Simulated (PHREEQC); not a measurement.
Make-up at 20 °C: 0.032 mol ZnSO4, 0.022 mol CuCl2 and 7.9e-05 mol H2SO4 per kg of water. Closed to the air; pH follows from the charge balance.

Equilibrium calculation in PHREEQC: ion-association model, phreeqc.dat.

```tsv
quantity	before	after
pH	4.06	4.04
Cu+2 (mol/kgw)	0.0156	0.0328
SO4-2 (mol/kgw)	0.0152	0.0145
CuSO4 (mol/kgw)	0.00588	0.00916
CuCl+ (mol/kgw)	0.000522	0.00196
```

### Question
Which change was made?
A. CuCl2 from 0.022 to 0.044 mol/kgw
B. ZnSO4 left out
C. temperature from 20 to 65 °C

### Answer
A, CuCl2 from 0.022 to 0.044 mol/kgw

Precipitation was switched off in this run.
